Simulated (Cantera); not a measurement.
A Cantera script and its output.

```python
import numpy as np
import cantera as ct

gas = ct.Solution("gri30.yaml")
gas.TPX = 1100, 13332, {'N2O': 1, 'H2O': 0.026}
reactor = ct.IdealGasConstPressureReactor(gas, energy="off", clone=False)
net = ct.ReactorNet([reactor])
net.rtol, net.atol = 1e-08, 1e-18
show = ['N2O', 'H2O', 'H2', 'H2O2', 'NO2', 'H', 'O2']
times = np.geomspace(8e-05, 40, 15)

steps = ct.SolutionArray(gas, extra=["t"])
rows = []
print(f"{'t/s':>10s}{'T/K':>9s}{'P/Pa':>11s}" + "".join(f"{s:>11s}" for s in show))
for t in times:
    while net.time < t:
        t_next = net.step()
        steps.append(gas.state, t=t_next)
    rows.append([np.interp(t, steps.t, y) for y in (steps.T, steps.P, *steps(*show).X.T)])
    print(f"{t:10.3e}{rows[-1][0]:9.1f}{rows[-1][1]:11.4g}" + "".join(f"{x:11.3e}" for x in rows[-1][2:]))
rate = np.gradient(steps.T, steps.t)
print("integrator steps:", len(steps.t))
if steps.T.max() > steps.T[0] + 200:
    print(f"time of steepest temperature rise: {steps.t[rate.argmax()]:.4e} s")
gas.TPX = 1100, 13332, {'N2O': 1, 'H2O': 0.026}
gas.equilibrate("TP")
print(f"equilibrium (TP): T = {gas.T:.1f} K  " + "  ".join(f"{s} {gas[s].X[0]:.3e}" for s in show))
```

Result:

```
       t/s      T/K       P/Pa        N2O        H2O         H2       H2O2        NO2          H         O2
 8.000e-05   1100.0  1.333e+04  9.747e-01  2.534e-02  1.611e-15  9.936e-17  2.149e-15  2.360e-13  1.760e-07
 2.042e-04   1100.0  1.333e+04  9.747e-01  2.534e-02  4.166e-14  3.398e-15  4.378e-14  1.607e-12  7.343e-07
 5.215e-04   1100.0  1.333e+04  9.747e-01  2.534e-02  6.389e-13  9.000e-14  9.791e-13  5.604e-12  2.356e-06
 1.331e-03   1100.0  1.333e+04  9.746e-01  2.534e-02  7.505e-12  2.195e-12  3.587e-11  1.519e-11  6.534e-06
 3.399e-03   1100.0  1.333e+04  9.746e-01  2.534e-02  6.985e-11  7.753e-11  1.423e-09  3.675e-11  1.720e-05
 8.678e-03   1100.0  1.333e+04  9.745e-01  2.534e-02  4.748e-10  3.006e-09  4.528e-08  7.758e-11  4.450e-05
 2.216e-02   1100.0  1.333e+04  9.743e-01  2.534e-02  2.321e-09  3.880e-08  8.388e-07  1.329e-10  1.148e-04
 5.657e-02   1100.0  1.333e+04  9.737e-01  2.533e-02  7.571e-09  5.822e-08  6.575e-06  1.664e-10  2.959e-04
 1.444e-01   1100.0  1.333e+04  9.722e-01  2.532e-02  1.491e-08  3.029e-08  2.794e-05  1.772e-10  7.580e-04
 3.687e-01   1100.0  1.333e+04  9.684e-01  2.529e-02  1.546e-08  1.592e-08  8.637e-05  1.794e-10  1.934e-03
 9.414e-01   1100.0  1.333e+04  9.588e-01  2.521e-02  8.470e-09  7.918e-09  1.947e-04  1.697e-10  4.913e-03
 2.404e+00   1100.0  1.333e+04  9.352e-01  2.500e-02  5.202e-09  3.953e-09  3.145e-04  1.626e-10  1.236e-02
 6.137e+00   1100.0  1.333e+04  8.784e-01  2.452e-02  4.078e-09  2.762e-09  3.861e-04  1.641e-10  3.030e-02
 1.567e+01   1100.0  1.333e+04  7.534e-01  2.346e-02  3.766e-09  2.542e-09  3.806e-04  1.744e-10  6.994e-02
 4.000e+01   1100.0  1.333e+04  5.254e-01  2.151e-02  3.926e-09  2.353e-09  2.957e-04  1.976e-10  1.424e-01
integrator steps: 1211
equilibrium (TP): T = 1100.0 K  N2O 2.436e-09  H2O 1.704e-02  H2 1.081e-10  H2O2 3.217e-11  NO2 1.265e-06  H 7.412e-13  O2 3.276e-01
```

Cantera simulation using GRI-Mech 3.0 (53 species, 325 reactions); the numbers are that mechanism's predictions, not measurements. GRI-Mech 3.0 was tuned for natural gas; its chemistry of N2O as a main component is partial and can be far from experiment. The mechanism lacks the step 2 NO + O2 → 2 NO2, which can matter for NO2 below about 1400 K. The temperature is held fixed by assumption; the heat of reaction is taken as removed at once.
